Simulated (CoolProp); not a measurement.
A simple Rankine cycle with R21: condensing at 295.15 K, boiler at 0.683 MPa, turbine inlet 345.7 K, turbine efficiency 0.75, pump efficiency 0.8, no recuperator. Each further row changes one setting.

Values from CoolProp's reference Helmholtz-energy equation of state, Platzer 1990. This equation is an older, rougher fit; its heat capacities, sound speeds and derivatives of the liquid may be far off and weren't checked against measurements.

| case | thermal efficiency (%) | net work (kJ/kg) | heat in (kJ/kg) | turbine exit temperature (K) | volume ratio over the turbine |
|---|---|---|---|---|---|
| as stated | 9.5 | 24.2 | 254 | 295.1 | 3.83 |
| turbine inlet 365.7 K | 9.7 | (withheld) | 269 | 312.7 | 3.79 |
| condensing temperature 287.15 K | 11.0 | 28.8 | (withheld) | 287.2 | 5.00 |
| boiler pressure 0.478 MPa | 7.4 | 19.1 | 259 | 307.0 | (withheld) |
| turbine efficiency 0.65 | 8.2 | 20.9 | 254 | 297.5 | (withheld) |

### Question
What belongs in the gaps?

### Answer

- turbine inlet 365.7 K, net work (kJ/kg): 26.1
- condensing temperature 287.15 K, heat in (kJ/kg): 263
- boiler pressure 0.478 MPa, volume ratio over the turbine: 2.70
- turbine efficiency 0.65, volume ratio over the turbine: 3.89

The expansion ends wet for: as stated; condensing temperature 287.15 K.
